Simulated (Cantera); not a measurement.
**Silicon epitaxy and polysilicon growth: Si₂H₆ + N₂ + Cl₂**

A closed system holds: 1 mol Si₂H₆, 3.6 mol N₂, 0.63 mol Cl₂, held at 1525 K and 160000 Pa.

These are equilibrium values from Cantera (NASA tables, ideal gas, pure condensed phases), not measurements of a reactor. Candidate condensed phases: NH₄Cl, Si, Si₃N₄; 28 gas species. The feed counts by its element totals alone. The tables' values for SiCl₃ are old estimates; treat these amounts as uncertain. The numbers say what is thermodynamically allowed, not how fast it happens.

The x(H₂) is 0.408. The x(N₂) is 0.387 and the x(HCl) is 0.202. The x(SiCl₄) is 0.00175 and the x(SiCl₂) comes out as 0.000814. The x(SiCl₃) comes out as 0.000692. The x(SiHCl₃) comes out as 0.000399, the x(NH₃) is 1.49e-5 and the x(SiH₂Cl₂) comes out as 1.47e-5. The n(Si₃N₄(s)) is 0.659 mol and the gas amount comes out as 5.896 mol. The log10 activity of Si(s) (absent) is -2.60.
